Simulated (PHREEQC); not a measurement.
Model water analysis in mmol/kgw, 25 °C, pH 2.49, pe 8.3:

```tsv
constituent	mmol/kgw
Na	86.5
K	0.528
Ca	4.68
Mg	4.5
Cl	11.3
S(6)	52
Zn	0.0964
```

Valence states are taken as typed.

Model: ion-association model, wateq4f.dat, run in PHREEQC.

| quantity | before | after |
|---|---|---|
| ionic strength (mol/kgw) | 0.138 | 0.263 |
| SO4-2 (mol/kgw) | 0.0372 | 0.0707 |
| HSO4- (mol/kgw) | 0.00518 | 0.00827 |
| NaSO4- (mol/kgw) | 0.00504 | 0.0148 |
| Ca+2 (mol/kgw) | 0.00249 | 0.00451 |
| SI of Gypsum (CaSO4:2H2O) | -0.38 | -0.02 |
| SI of Epsomite (MgSO4:7H2O) | -2.86 | -2.51 |

Question: What was changed between the two runs?
A) Mg from 4.5 to 13.5 mmol/kgw
B) all concentrations times 2 at the same typed pH
C) Cl from 11.3 to 33.9 mmol/kgw

Answer: B, all concentrations times 2 at the same typed pH

This is a speciation only: nothing precipitates in the calculation.
